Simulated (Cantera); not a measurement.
# Counterflow diffusion flame

A counterflow diffusion flame at 1730 Torr, nozzles 20 mm apart: fuel side 45.5 % CH4, 54.5 % C2H6 at 475 K, oxidiser side 19.0 % O2, 81.0 % N2 at 723 K, fuel mass flux 0.89 times the oxidiser's; mixture-averaged transport, no radiation.

Computed with Cantera and GRI-Mech 3.0 (53 species, 325 reactions). GRI-Mech 3.0 has no aromatics or soot, which form on the fuel side of real flames. The maximum strain rate includes the flame's own expansion and is several times the mean.

```tsv
oxidiser flux (kg/m²/s)	max strain (1/s)	mean strain (1/s)	T max (K)	peak x OH	peak x H	peak x NO	peak x CO	peak x C2H2
0.57	220	44.3	2215	0.00708	0.00276	0.000349	0.0533	0.0342
0.71	272	55.1	2204	0.00719	0.00289	0.000337	0.0528	0.0334
0.88	333	68.4	2194	0.00727	0.00302	0.000324	0.0523	0.0324
1.1	413	85.4	2183	0.00735	0.00317	0.000311	0.0521	0.0315
1.4	519	109	2173	0.00745	0.00334	0.000297	0.0519	0.0304
1.7	625	132	2163	0.00751	0.00347	0.000284	0.0519	0.0296
2.1	763	163	2152	0.00754	0.00361	0.000268	0.0518	0.0285
2.6	935	202	2139	0.00754	0.00375	0.000251	0.0518	0.0274
3.2	1140	249	2126	0.00752	0.00388	0.000233	0.0519	0.0263
4	1400	311	2112	0.00746	0.00402	0.000213	0.0520	0.0250
```
x: mole fraction; the columns are a selection and need not sum to one.
